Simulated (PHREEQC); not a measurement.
Alkaline etch or developer

Consider water at 19 °C with 0.0012 mol/kgw LiOH, 0.00041 mol/kgw Na2SiO3 and 3.2e-05 mol/kgw K2CO3. Closed to the air; pH follows from the charge balance.

Equilibrium calculation in PHREEQC: ion-association model, wateq4f.dat.

Each row changes one thing in this solution. Precipitation was switched off in this run.

| case | pH | ionic strength (mol/kgw) | H3SiO4- (mol/kgw) | CO3-2 (mol/kgw) | H4SiO4 (mol/kgw) | H2SiO4-2 (mol/kgw) | SI of Quartz (SiO2) |
|---|---|---|---|---|---|---|---|
| as made | 11.39 | 0.00212 | 0.000392 | 2.92e-5 | 1.28e-5 | 5.07e-6 | -0.82 |
| diluted 100-fold with water | 9.49 | 2.09e-5 | 1.10e-6 | 3.64e-8 | 3.00e-6 | 1.56e-10 | -1.45 |
| LiOH from 0.0012 to 0.0024 mol/kgw | [?] | 0.00332 | [?] | 3.03e-5 | 7.39e-6 | 9.01e-6 | -1.06 |
| diluted 5-fold with water | 10.72 | 0.000421 | 7.07e-5 | 4.45e-6 | 1.11e-5 | 1.79e-7 | -0.88 |
| Na2SiO3 from 0.00041 to 0.00082 mol/kgw | 11.48 | 0.00295 | [?] | [?] | 2.05e-5 | 1.29e-5 | -0.62 |
| K2CO3 from 3.2e-05 to 3.2e-06 mol/kgw | 11.39 | 0.00203 | 0.000392 | 2.92e-6 | 1.28e-5 | 5.05e-6 | -0.82 |
| diluted 10-fold with water | 10.43 | 0.000210 | 3.13e-5 | 1.72e-6 | 9.62e-6 | 4.03e-8 | -0.95 |

### Question
What belongs in the gaps?

### Answer

- LiOH from 0.0012 to 0.0024 mol/kgw, pH: 11.62
- LiOH from 0.0012 to 0.0024 mol/kgw, H3SiO4- (mol/kgw): 0.000394
- Na2SiO3 from 0.00041 to 0.00082 mol/kgw, H3SiO4- (mol/kgw): 0.000787
- Na2SiO3 from 0.00041 to 0.00082 mol/kgw, CO3-2 (mol/kgw): 2.95e-5
